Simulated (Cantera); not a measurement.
Cantera run, input and output.

```python
import numpy as np
import cantera as ct

gas = ct.Solution("gri30.yaml")
gas.TPX = 1325, 1700, {'H2': 0.15, 'O2': 1}
reactor = ct.IdealGasConstPressureReactor(gas, energy="off", clone=False)
net = ct.ReactorNet([reactor])
net.rtol, net.atol = 1e-08, 1e-18
show = ['H2', 'O2', 'H', 'H2O', 'H2O2', 'OH', 'O']
times = np.geomspace(0.0002, 60, 11)

steps = ct.SolutionArray(gas, extra=["t"])
rows = []
print(f"{'t/s':>10s}{'T/K':>9s}{'P/Pa':>11s}" + "".join(f"{s:>11s}" for s in show))
for t in times:
    while net.time < t:
        t_next = net.step()
        steps.append(gas.state, t=t_next)
    rows.append([np.interp(t, steps.t, y) for y in (steps.T, steps.P, *steps(*show).X.T)])
    print(f"{t:10.3e}{rows[-1][0]:9.1f}{rows[-1][1]:11.4g}" + "".join(f"{x:11.3e}" for x in rows[-1][2:]))
rate = np.gradient(steps.T, steps.t)
print("integrator steps:", len(steps.t))
if steps.T.max() > steps.T[0] + 200:
    print(f"time of steepest temperature rise: {steps.t[rate.argmax()]:.4e} s")
gas.TPX = 1325, 1700, {'H2': 0.15, 'O2': 1}
gas.equilibrate("TP")
print(f"equilibrium (TP): T = {gas.T:.1f} K  " + "  ".join(f"{s} {gas[s].X[0]:.3e}" for s in show))
```

Output:

```
       t/s      T/K       P/Pa         H2         O2          H        H2O       H2O2         OH          O
 2.000e-04   1325.0       1700  1.304e-01  8.696e-01  2.021e-06  3.895e-06  8.007e-10  1.542e-06  2.094e-06
 7.059e-04   1325.0       1700  3.633e-02  8.075e-01  3.151e-02  7.058e-02  4.028e-07  1.563e-02  3.841e-02
 2.491e-03   1325.0       1700  4.342e-03  7.863e-01  2.765e-02  1.082e-01  2.166e-07  1.035e-02  6.313e-02
 8.794e-03   1325.0       1700  3.113e-03  8.109e-01  1.549e-02  1.191e-01  2.280e-07  8.884e-03  4.249e-02
 3.104e-02   1325.0       1700  1.013e-03  8.451e-01  2.623e-03  1.332e-01  1.909e-07  5.155e-03  1.292e-02
 1.095e-01   1325.0       1700  1.183e-04  8.582e-01  1.018e-04  1.383e-01  8.089e-08  1.774e-03  1.480e-03
 3.866e-01   1325.0       1700  1.224e-05  8.601e-01  3.402e-06  1.392e-01  2.334e-08  5.736e-04  1.534e-04
 1.365e+00   1325.0       1700  1.801e-06  8.603e-01  1.936e-07  1.394e-01  6.452e-09  2.208e-04  2.268e-05
 4.816e+00   1325.0       1700  3.779e-07  8.604e-01  1.874e-08  1.395e-01  2.013e-09  1.014e-04  4.779e-06
 1.700e+01   1325.0       1700  1.642e-07  8.604e-01  5.390e-09  1.395e-01  1.151e-09  6.684e-05  2.079e-06
 6.000e+01   1325.0       1700  1.558e-07  8.604e-01  4.984e-09  1.395e-01  1.117e-09  6.511e-05  1.972e-06
integrator steps: 1940
equilibrium (TP): T = 1325.0 K  H2 1.558e-07  O2 8.604e-01  H 4.984e-09  H2O 1.395e-01  H2O2 1.117e-09  OH 6.511e-05  O 1.972e-06
```

Computed with Cantera and GRI-Mech 3.0 (53 species, 325 reactions). Radical loss at walls, strong at low pressure, is not modelled. The temperature is held fixed by assumption; the heat of reaction is taken as removed at once.
